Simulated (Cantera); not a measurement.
## Thermodynamics of chlorosilane synthesis and conversion, feed Si + Cl2 + H2

Input: 1 mol Si, 0.83 mol Cl2, 1.9 mol H2, equilibrated at 1.00 bar.

Cantera equilibrium calculation (NASA polynomials, part measured and part estimated; ideal gas, pure solids and liquids). Candidate condensed phases: Si; 19 gas species. The tables' values for SiCl3 are old estimates; treat these amounts as uncertain. Equilibrium is a limit: real reactors are often held back by kinetics, nucleation or transport.

From 673 K to 1023 K the condensed part is Si(s). The main Si-bearing gas is SiCl4 throughout. The share of Si in condensed phases is highest at 1023 K (55.2 %) and lowest at 673 K (54.1 %).

```
T (K)   x H2  x SiCl4  x SiHCl3     x HCl  n Si(s)
-----  -----  -------  --------  --------  -------
673    0.798    0.128    0.0718  0.000179    0.541
723    0.798    0.128    0.0704  0.000435    0.542
773    0.798    0.129    0.0690  0.000940    0.543
823    0.798    0.130    0.0677   0.00185    0.544
873    0.797    0.130    0.0663   0.00335    0.545
923    0.796    0.130    0.0650   0.00567    0.547
973    0.793    0.130    0.0636   0.00909    0.549
1023   0.790    0.129    0.0620    0.0139    0.552
```
x: gas mole fraction; n: condensed amount in mol.
